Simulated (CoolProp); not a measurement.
Vapour-liquid equilibrium of carbon dioxide (1) + dimethyl ether (2) at -28.55 °C; x and y are mole fractions of (1).

Values from CoolProp's multi-fluid Helmholtz-energy mixture model, Span 1996 and Wu 2011; pair parameters Bell 2016.

Problem. Give the bubble pressure and the first vapour's composition at x = 0.55, 0.65, 0.75. Is there an azeotrope?

Solution. x = 0.55: 749.9 kPa, y = 0.943; x = 0.65: 907.4 kPa, y = 0.963; x = 0.75: 1072 kPa, y = 0.977. No azeotrope shows between x = 0.05 and 0.95.

The pair parameters rest on a limited set of measurements; away from them the model extrapolates.
